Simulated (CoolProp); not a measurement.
Properties of decamethyltetrasiloxane (MD2M) along the isotherm 326.85 °C.

Values from CoolProp's reference Helmholtz-energy equation of state, Thol 2017.

```json
[
 {"p (MPa)": "0.26", "phase": "gas", "density (kg/m³)": "17.53", "cp (kJ/(kg K))": "2.053", "cv (kJ/(kg K))": "2.012", "isothermal compressibility (1/MPa)": "4.183", "expansivity (1/kK)": "2.237"},
 {"p (MPa)": "0.52", "phase": "gas", "density (kg/m³)": "38.75", "cp (kJ/(kg K))": "2.089", "cv (kJ/(kg K))": "2.020", "isothermal compressibility (1/MPa)": "2.366", "expansivity (1/kK)": "3.247"},
 {"p (MPa)": "0.78", "phase": "gas", "density (kg/m³)": "66.95", "cp (kJ/(kg K))": "2.177", "cv (kJ/(kg K))": "2.034", "isothermal compressibility (1/MPa)": "___", "expansivity (1/kK)": "5.606"},
 {"p (MPa)": "1.04", "phase": "gas", "density (kg/m³)": "117.4", "cp (kJ/(kg K))": "2.676", "cv (kJ/(kg K))": "2.066", "isothermal compressibility (1/MPa)": "2.768", "expansivity (1/kK)": "___"},
 {"p (MPa)": "1.3", "phase": "supercritical", "density (kg/m³)": "409.3", "cp (kJ/(kg K))": "3.106", "cv (kJ/(kg K))": "2.103", "isothermal compressibility (1/MPa)": "0.5067", "expansivity (1/kK)": "18.62"},
 {"p (MPa)": "1.56", "phase": "supercritical", "density (kg/m³)": "442.4", "cp (kJ/(kg K))": "2.654", "cv (kJ/(kg K))": "2.086", "isothermal compressibility (1/MPa)": "0.1939", "expansivity (1/kK)": "9.006"},
 {"p (MPa)": "1.82", "phase": "supercritical", "density (kg/m³)": "460.3", "cp (kJ/(kg K))": "2.530", "cv (kJ/(kg K))": "2.078", "isothermal compressibility (1/MPa)": "0.1233", "expansivity (1/kK)": "6.535"},
 {"p (MPa)": "2.08", "phase": "supercritical", "density (kg/m³)": "473.2", "cp (kJ/(kg K))": "2.467", "cv (kJ/(kg K))": "2.073", "isothermal compressibility (1/MPa)": "___", "expansivity (1/kK)": "5.335"},
 {"p (MPa)": "2.34", "phase": "supercritical", "density (kg/m³)": "483.3", "cp (kJ/(kg K))": "2.428", "cv (kJ/(kg K))": "2.069", "isothermal compressibility (1/MPa)": "0.07335", "expansivity (1/kK)": "4.604"},
 {"p (MPa)": "2.6", "phase": "supercritical", "density (kg/m³)": "___", "cp (kJ/(kg K))": "2.400", "cv (kJ/(kg K))": "2.066", "isothermal compressibility (1/MPa)": "0.06145", "expansivity (1/kK)": "4.105"},
 {"p (MPa)": "2.86", "phase": "supercritical", "density (kg/m³)": "499.2", "cp (kJ/(kg K))": "2.380", "cv (kJ/(kg K))": "2.063", "isothermal compressibility (1/MPa)": "0.05303", "expansivity (1/kK)": "___"}
]
```

**Question.** What belongs in the gaps?

**Answer.** 
- 0.78, isothermal compressibility (1/MPa): 1.966
- 1.04, expansivity (1/kK): 18.17
- 2.08, isothermal compressibility (1/MPa): 0.09158
- 2.6, density (kg/m³): 491.8
- 2.86, expansivity (1/kK): 3.737

The peak of cp marks the crossing from liquid-like to gas-like fluid above the critical point.
